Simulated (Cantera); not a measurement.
An adiabatic, constant-pressure homogeneous reactor starts with CO : H2 : O2 : N2 : H2O = 1 : 1.1 : 0.438 : 2.93 : 1.3 (molar parts), equivalence ratio 2.4, at 1548 K and 150000 Pa. Integrator tolerance rtol = 1e-08.

Computed with Cantera and GRI-Mech 3.0 (53 species, 325 reactions).

Question: What does this change do: constant volume in place of constant pressure?

Answer: 
```json
[
 {"quantity": "time of steepest temperature rise", "before": "16.6 µs", "after": "16.5 µs"},
 {"quantity": "temperature at 3.00 s", "before": "2384 K", "after": "2526 K"},
 {"quantity": "equilibrium temperature", "before": "2384 K", "after": "2526 K"},
 {"quantity": "x(CO) at 3.00 s", "before": "0.102 (gas-phase equilibrium 0.102)", "after": "0.104 (gas-phase equilibrium 0.104)"},
 {"quantity": "x(H2) at 3.00 s", "before": "0.0902 (gas-phase equilibrium 0.0902)", "after": "0.0886 (gas-phase equilibrium 0.0886)"},
 {"quantity": "x(O2) at 3.00 s", "before": "7.32e-5 (gas-phase equilibrium 7.32e-5)", "after": "0.000205 (gas-phase equilibrium 0.000205)"},
 {"quantity": "x(H2O2) at 3.00 s", "before": "1.62e-8 (gas-phase equilibrium 1.62e-8)", "after": "4.59e-8 (gas-phase equilibrium 4.59e-8)"},
 {"quantity": "x(NO2) at 3.00 s", "before": "6.13e-9 (gas-phase equilibrium 6.13e-9)", "after": "2.36e-8 (gas-phase equilibrium 2.36e-8)"},
 {"quantity": "x(CO2) at 3.00 s", "before": "0.0552 (gas-phase equilibrium 0.0552)", "after": "0.0532 (gas-phase equilibrium 0.0532)"}
]
```

Question: What does this change do: pressure from 150000 Pa to 250000 Pa?

Answer: 
```
quantity                                                            before                                    after
---------------------------------  ---------------------------------------  ---------------------------------------
time of steepest temperature rise                                  16.6 µs                                  10.2 µs
temperature at 3.00 s                                               2384 K                                   2391 K
equilibrium temperature                                             2384 K                                   2391 K
x(CO) at 3.00 s                        0.102 (gas-phase equilibrium 0.102)      0.102 (gas-phase equilibrium 0.102)
x(H2) at 3.00 s                      0.0902 (gas-phase equilibrium 0.0902)    0.0902 (gas-phase equilibrium 0.0902)
x(O2) at 3.00 s                    7.32e-5 (gas-phase equilibrium 7.32e-5)  4.77e-5 (gas-phase equilibrium 4.77e-5)
x(H2O2) at 3.00 s                  1.62e-8 (gas-phase equilibrium 1.62e-8)  1.72e-8 (gas-phase equilibrium 1.72e-8)
x(NO2) at 3.00 s                   6.13e-9 (gas-phase equilibrium 6.13e-9)  5.19e-9 (gas-phase equilibrium 5.19e-9)
x(CO2) at 3.00 s                     0.0552 (gas-phase equilibrium 0.0552)    0.0552 (gas-phase equilibrium 0.0552)
```
The hydrogen kinetics of GRI-Mech 3.0 are dated; newer H2 mechanisms differ, most at raised pressure.

Question: What does this change do: CO 1 to 1.9 parts?

Answer: 
```
quantity                                                            before                                    after
---------------------------------  ---------------------------------------  ---------------------------------------
time of steepest temperature rise                                  16.6 µs                                  18.5 µs
temperature at 3.00 s                                               2384 K                                   2318 K
equilibrium temperature                                             2384 K                                   2318 K
x(CO) at 3.00 s                        0.102 (gas-phase equilibrium 0.102)      0.189 (gas-phase equilibrium 0.189)
x(H2) at 3.00 s                      0.0902 (gas-phase equilibrium 0.0902)      0.103 (gas-phase equilibrium 0.103)
x(O2) at 3.00 s                    7.32e-5 (gas-phase equilibrium 7.32e-5)  1.71e-5 (gas-phase equilibrium 1.71e-5)
x(H2O2) at 3.00 s                  1.62e-8 (gas-phase equilibrium 1.62e-8)  5.31e-9 (gas-phase equilibrium 5.31e-9)
x(NO2) at 3.00 s                   6.13e-9 (gas-phase equilibrium 6.13e-9)  1.28e-9 (gas-phase equilibrium 1.28e-9)
x(CO2) at 3.00 s                     0.0552 (gas-phase equilibrium 0.0552)    0.0732 (gas-phase equilibrium 0.0732)
```
